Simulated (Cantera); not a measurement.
Input (Python, Cantera) and output of one run.

```python
import numpy as np
import cantera as ct

gas_names = [...]  # 110 gases of nasa_gas.yaml made of C, F, H
cond_names = """
    C(gr) C6H6(L) C7H8(L) C8H18(L),n-octa
""".split()


# ... load() reads the species with a 1 bar reference pressure and builds the phases ...
atoms = {
    'c-C4F8': {'C': 4, 'F': 8},
    'H2': {'H': 2},
}
top_T = {'C(gr)': 4500}  # K; cautious upper limits of use, not melting points


# ... equilibrate(T, P, feed) seeds the gas with the atoms and calls Mixture.equilibrate('TP', solver="vcs", rtol=1e-11, max_steps=5000) ...
results = []
feed = {'c-C4F8': 1, 'H2': 0.35}  # mol
P = 1400  # Pa
for T in [2500, 2750, 3000, 3250, 3500, 3750, 4000, 4250, 4500, 4750, 5000]:
    mix = equilibrate(T, P, feed)
    results.append((T, P, feed, dict(zip(mix.species_names, mix.species_moles))))

top = {s: max(r[3][s] / sum(r[3][g] for g in gas_names) for r in results) for s in gas_names}
cols = sorted((s for s in top if top[s] > 0.0001), key=lambda s: -top[s])[:9]
seen = [c for c in cond_names if any(r[3].get(c, 0) > 1e-12 for r in results)]
print("log10 of partial pressures in bar; condensed amounts in mol")
print(f"{'T/K':>10s}" + "".join(f"{s[:9]:>10s}" for s in cols + seen))
for T, P, feed, n in results:
    ng = sum(n[g] for g in gas_names)
    print(f"{T:10.4g}" + "".join(f"{np.log10(max(n[s] / ng * P / 1e5, 1e-99)):10.3f}" for s in cols)
          + "".join(f"{n.get(c, 0):10.4g}" for c in seen))
```

Result:

```
log10 of partial pressures in bar; condensed amounts in mol
       T/K         F       CF2         C        HF        C3        CF         H        C2       CF4     C(gr)
      2500    -2.178    -2.300    -6.779    -2.756    -6.304    -3.664    -6.457    -7.339    -3.551     1.762
      2750    -2.012    -2.661    -5.423    -2.849    -4.773    -3.197    -5.590    -5.787    -5.300     2.571
      3000    -1.980    -3.178    -4.295    -2.911    -3.506    -2.917    -4.742    -4.499    -7.182     2.338
      3250    -2.013    -3.891    -3.493    -3.014    -2.892    -2.894    -4.014    -3.714    -9.168         0
      3500    -2.011    -4.649    -3.014    -3.175    -2.993    -3.053    -3.492    -3.458   -10.955         0
      3750    -2.025    -5.406    -2.664    -3.518    -3.281    -3.274    -3.226    -3.369   -12.633         0
      4000    -2.043    -6.189    -2.467    -3.976    -3.858    -3.583    -3.144    -3.508   -14.234         0
      4250    -2.051    -6.965    -2.393    -4.425    -4.668    -3.949    -3.124    -3.831   -15.715         0
      4500    -2.054    -7.688    -2.370    -4.832    -5.516    -4.312    -3.117    -4.203   -17.053         0
      4750    -2.054    -8.345    -2.362    -5.198    -6.312    -4.649    -3.114    -4.562   -18.257         0
      5000    -2.055    -8.940    -2.359    -5.529    -7.042    -4.957    -3.114    -4.894   -19.343         0
```

These are equilibrium values from Cantera (NASA tables, ideal gas, pure condensed phases), not measurements of a reactor. The feed counts by its element totals alone. Gases not in the tables: C2F6 and larger saturated fluorocarbons.
